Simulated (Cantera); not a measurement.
Source: NASA polynomial tables (part measured, part estimated), evaluated in Cantera. Values are per mole of reaction as written; species without (g) are pure solids or liquids, kept so even where they would boil at 1 bar.

4 H(g) + VO2(g) → 2 H2O(g) + V

| T (K) | ΔH° (kJ) | ΔS° (J/K) | ΔG° (kJ) | log10 K | condensed phases |
|---|---|---|---|---|---|
| 300 | -1123.1 | -317.8 | -1027.7 | 178.94 | V(s) |
| 1375 | -1153.9 | -365.2 | -651.7 | 24.76 | V(s) |
| 1525 | -1155.7 | -366.5 | -596.8 | 20.44 | V(s) |
| 1675 | ? | ? | ? | ? | V(s) |
| 1825 | -1157.4 | -367.5 | -486.6 | 13.93 | V(s) |
| 1975 | -1157.3 | -367.5 | -431.5 | 11.41 | V(s) |
| 2125 | -1156.6 | -367.1 | -376.4 | 9.25 | V(s) |
| 2275 | -1132.2 | -356.0 | -322.3 | 7.40 | V(l) |
| 2425 | ? | ? | ? | ? | V(l) |
| 2575 | ? | ? | ? | ? | V(l) |

Complete the blanks.


- 1675, ΔH° (kJ): -1156.9
- 1675, ΔS° (J/K): -367.2
- 1675, ΔG° (kJ): -541.7
- 1675, log10 K: 16.89
- 2425, ΔH° (kJ): -1130.2
- 2425, ΔS° (J/K): -355.2
- 2425, ΔG° (kJ): -268.9
- 2425, log10 K: 5.79
- 2575, ΔH° (kJ): -1128.0
- 2575, ΔS° (J/K): -354.3
- 2575, ΔG° (kJ): -215.7
- 2575, log10 K: 4.38
